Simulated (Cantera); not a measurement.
An adiabatic, constant-pressure homogeneous reactor starts with CH₄ : H₂ : O₂ : N₂ = 1 : 0.21 : 1.62 : 6.09 (molar parts), at 1050 K and 5.40 bar. Integrator tolerance rtol = 1e-08.

Computed with Cantera and GRI-Mech 3.0 (53 species, 325 reactions).

**Question.** What does this change do: H2 0.21 to 0.58 parts?

**Answer.** 
| quantity | before | after |
|---|---|---|
| time of steepest temperature rise | 7.84 ms | 3.98 ms |
| temperature at 0.400 s | 2609 K | 2570 K |
| equilibrium temperature | 2609 K | 2570 K |
| x(CH₄) at 0.400 s | 1.52e-12 (gas-phase equilibrium 1.75e-12) | 7.74e-12 (gas-phase equilibrium 8.82e-12) |
| x(H₂) at 0.400 s | 0.0425 (gas-phase equilibrium 0.0425) | 0.0674 (gas-phase equilibrium 0.0674) |
| x(O₂) at 0.400 s | 0.000367 (gas-phase equilibrium 0.000367) | 0.000107 (gas-phase equilibrium 0.000107) |
| x(NO₂) at 0.400 s | 8.14e-8 (gas-phase equilibrium 8.14e-8) | 2.28e-8 (gas-phase equilibrium 2.28e-8) |
| x(HCN) at 0.400 s | 2.64e-8 (gas-phase equilibrium 2.64e-8) | 5.64e-8 (gas-phase equilibrium 5.64e-8) |
| x(CH₃) at 0.400 s | 2.22e-12 (gas-phase equilibrium 2.55e-12) | 7.69e-12 (gas-phase equilibrium 8.77e-12) |
| x(C₂H₆) at 0.400 s | <1e-12 (gas-phase equilibrium <1e-12) | <1e-12 (gas-phase equilibrium <1e-12) |
